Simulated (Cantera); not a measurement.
Charge: 1 mol Fe2O3, a varied amount of H2, 10 mol N2, at 2073 K and 79000 Pa.

Method: chemical equilibrium by Gibbs-energy minimisation in Cantera with the NASA 1993 tables (ideal gas, pure condensed phases). Candidate condensed phases: Fe, FeO, Fe(OH)2, Fe(OH)3, Fe2O3, Fe3O4, H2O; 27 gas species. Rates play no part.

log p: log10 of the partial pressure in bar; n: condensed amount in mol.

```csv
n(H2) (mol),log p H2,log p N2,log p H2O,log p H,log p Fe,log p OH,log p NH3,n Fe(l)
140,-0.14,-1.28,-1.80,-2.65,-3.10,-5.25,-5.60,1.85
470,-0.12,-1.78,-2.31,-2.64,-3.10,-5.77,-5.81,1.51
810,-0.11,-2.02,-2.54,-2.64,-3.10,-6.01,-5.92,1.16
1100,-0.11,-2.15,-2.67,-2.63,-3.10,-6.14,-5.99,0.869
1500,-0.11,?,?,-2.63,-3.10,?,-6.05,?
1800,-0.11,?,?,-2.63,-3.10,?,-6.09,?
2100,-0.11,-2.43,-2.95,-2.63,-3.13,-6.42,-6.12,0
2500,-0.11,-2.50,-3.03,-2.63,-3.20,-6.50,-6.16,0
```

Q: Fill in the missing entries.

A: 
- 1800, log p N2: -2.36
- 1800, log p H2O: -2.88
- 1800, log p OH: -6.35
- 1800, n Fe(l): 0.156
- 1500, log p N2: -2.28
- 1500, log p H2O: -2.81
- 1500, log p OH: -6.28
- 1500, n Fe(l): 0.462
